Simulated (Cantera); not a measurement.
A perfectly stirred reactor is fed with H2 : O2 = 0.02 : 1 (molar parts), equivalence ratio 0.010, at 0.0132 atm; it is held at 1373 K, and followed from long to short residence time.

Detailed kinetics in Cantera: the H2/O2 subset of GRI-Mech 3.0, which has no nitrogen chemistry. Radical loss at walls, strong at low pressure, is not modelled.

x: mole fraction; the columns are a selection and need not sum to one.

| τ (s) | x H2 | x O2 | x OH | x HO2 | x O | x H2O2 |
|---|---|---|---|---|---|---|
| 0.73 | 7.03e-5 | 0.974 | 0.00138 | 5.03e-7 | 0.00509 | 1.62e-8 |
| 0.32 | 0.000108 | 0.972 | 0.00167 | 6.18e-7 | 0.00753 | 1.87e-8 |
| 0.14 | 0.000162 | 0.969 | 0.00196 | 7.22e-7 | 0.0102 | 2.09e-8 |
| 0.062 | 0.000245 | 0.966 | 0.00221 | 8.06e-7 | 0.0125 | 2.28e-8 |
| 0.028 | 0.000387 | 0.965 | 0.00244 | 8.73e-7 | 0.0140 | 2.50e-8 |
| 0.012 | ? | 0.964 | ? | 9.45e-7 | 0.0146 | ? |
| 0.0054 | ? | 0.964 | ? | 1.02e-6 | 0.0142 | ? |

### Question
What belongs in the gaps?

### Answer

- 0.012, x H2: 0.000693
- 0.012, x OH: 0.00272
- 0.012, x H2O2: 2.85e-8
- 0.0054, x H2: 0.00129
- 0.0054, x OH: 0.00309
- 0.0054, x H2O2: 3.38e-8
